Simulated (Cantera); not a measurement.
A perfectly stirred reactor is fed with 12.6 % H2, 9.71 % O2, 77.7 % N2, at 113 Torr; it is held at 900 K, and followed from long to short residence time.

Cantera simulation using the H2/O2 subset of GRI-Mech 3.0, which has no nitrogen chemistry; the numbers are that mechanism's predictions, not measurements. Below about 950 K walls govern HO2 and H2O2 in real vessels. The temperature is held fixed by assumption; the heat of reaction is taken as removed at once.

One state of this run: x H2 = 0.00412; x O2 = 0.0382; x OH = 3.73e-5; x HO2 = 9.17e-6; x H = 6.79e-5; x H2O = 0.130; x O = 4.52e-5. x: mole fraction; the columns are a selection and need not sum to one.

Q: Which value of τ (s) does it belong to?
(A) 0.16
(B) 0.0021
(C) 0.018
(D) 0.47

A: D, 0.47
